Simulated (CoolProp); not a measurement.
A simple Rankine cycle with n-hexane: condensing at 288.15 K, boiler at 0.788 MPa, turbine inlet 465.5 K, turbine efficiency 0.7, pump efficiency 0.8, no recuperator. Each further row changes one setting.

Values from CoolProp's reference Helmholtz-energy equation of state, Thol 2019.

| case | thermal efficiency (%) | net work (kJ/kg) | heat in (kJ/kg) | turbine exit temperature (K) | volume ratio over the turbine |
|---|---|---|---|---|---|
| as stated | 15.8 | 112 | 708 | [?] | 61.9 |
| turbine inlet 485.5 K | 15.5 | [?] | 760 | 427.2 | 60.9 |
| condensing temperature 280.15 K | 16.7 | 122 | 726 | 401.9 | [?] |
| boiler pressure 0.552 MPa | [?] | 105 | [?] | [?] | 42.0 |
| turbine efficiency 0.6 | [?] | 95.4 | 708 | [?] | 63.1 |

Question: Some entries are withheld; supply them.

Answer: 
- as stated, turbine exit temperature (K): 406.6
- turbine inlet 485.5 K, net work (kJ/kg): 118
- condensing temperature 280.15 K, volume ratio over the turbine: 90.5
- boiler pressure 0.552 MPa, thermal efficiency (%): 14.6
- boiler pressure 0.552 MPa, heat in (kJ/kg): 716
- boiler pressure 0.552 MPa, turbine exit temperature (K): 413.4
- turbine efficiency 0.6, thermal efficiency (%): 13.5
- turbine efficiency 0.6, turbine exit temperature (K): 414.1
